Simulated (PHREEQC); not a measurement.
0.027 g of hydrous ferric oxide (600 m²/g; 0.2 weak and 0.005 strong sites per Fe, Dzombak-Morel constants, diffuse double layer) in 1 kg of water with 0.3 mol/kgw of an inert sodium salt and 1.4e-06 mol CuCl2 and 2e-05 mol CaCl2, at 25 °C; the pH is set by adding NaOH or the inert anion's acid. Oxygen alone is held at its pressure in air (log pO2 = -0.68). The system is closed to CO2. No solid was allowed to form.

Base run: PHREEQC, ion-association model, wateq4f.dat. Each further column changes one thing. The table gives Cu sorbed (%).

```json
[
 {"pH": "4", "base": "0.2", "no electrostatic term (-no_edl)": "0.2", "background salt from 0.3 to 0.03 mol/kgw": "0.3", "oxide from 0.027 to 0.14 g/kgw": "1.0", "0.00025 mol/kgw Na2HAsO4 added": "0.2"},
 {"pH": "4.5", "base": "1.8", "no electrostatic term (-no_edl)": "2.0", "background salt from 0.3 to 0.03 mol/kgw": "2.2", "oxide from 0.027 to 0.14 g/kgw": "8.5", "0.00025 mol/kgw Na2HAsO4 added": "1.7"},
 {"pH": "5.5", "base": "46.7", "no electrostatic term (-no_edl)": "58.0", "background salt from 0.3 to 0.03 mol/kgw": "47.9", "oxide from 0.027 to 0.14 g/kgw": "84.9", "0.00025 mol/kgw Na2HAsO4 added": "49.3"},
 {"pH": "6", "base": "83.2", "no electrostatic term (-no_edl)": "91.2", "background salt from 0.3 to 0.03 mol/kgw": "83.8", "oxide from 0.027 to 0.14 g/kgw": "97.6", "0.00025 mol/kgw Na2HAsO4 added": "83.2"},
 {"pH": "6.5", "base": "96.8", "no electrostatic term (-no_edl)": "98.8", "background salt from 0.3 to 0.03 mol/kgw": "97.0", "oxide from 0.027 to 0.14 g/kgw": "99.6", "0.00025 mol/kgw Na2HAsO4 added": "97.1"},
 {"pH": "7.5", "base": "99.6", "no electrostatic term (-no_edl)": "99.8", "background salt from 0.3 to 0.03 mol/kgw": "99.5", "oxide from 0.027 to 0.14 g/kgw": "100.0", "0.00025 mol/kgw Na2HAsO4 added": "99.7"},
 {"pH": "8", "base": "99.5", "no electrostatic term (-no_edl)": "99.6", "background salt from 0.3 to 0.03 mol/kgw": "99.4", "oxide from 0.027 to 0.14 g/kgw": "99.9", "0.00025 mol/kgw Na2HAsO4 added": "99.6"},
 {"pH": "8.5", "base": "99.1", "no electrostatic term (-no_edl)": "98.6", "background salt from 0.3 to 0.03 mol/kgw": "98.9", "oxide from 0.027 to 0.14 g/kgw": "99.9", "0.00025 mol/kgw Na2HAsO4 added": "99.5"},
 {"pH": "9.5", "base": "95.1", "no electrostatic term (-no_edl)": "73.6", "background salt from 0.3 to 0.03 mol/kgw": "95.0", "oxide from 0.027 to 0.14 g/kgw": "99.4", "0.00025 mol/kgw Na2HAsO4 added": "98.3"},
 {"pH": "10", "base": "86.2", "no electrostatic term (-no_edl)": "31.4", "background salt from 0.3 to 0.03 mol/kgw": "87.3", "oxide from 0.027 to 0.14 g/kgw": "99.0", "0.00025 mol/kgw Na2HAsO4 added": "95.1"}
]
```

The database's constant for dissolved Cu(OH)2 is higher than later reviews accept. The database has no arsenate complexes of Cu, Ca.
